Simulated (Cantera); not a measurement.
Feed: 1 mol PbS, 5.4 mol H2, 39 mol N2, held at 502 °C and 0.400 bar.

Method: chemical equilibrium by Gibbs-energy minimisation in Cantera with the NASA 1993 tables (ideal gas, pure condensed phases). Candidate condensed phases: Pb, PbS, S; 18 gas species. Equilibrium is a limit: real reactors are often held back by kinetics, nucleation or transport.

Question: What is the equilibrium state?

Answer: 
```
Property                               Value
-------------------------------  -----------
x(N2)                                  0.878
x(H2)                                  0.121
x(H2S)                              0.000155
x(NH3)                               6.15e-5
n(Pb(l))                         0.00687 mol
n(PbS(s))                          0.993 mol
gas amount                         44.40 mol
log10 activity of S(l) (absent)        -5.94
```
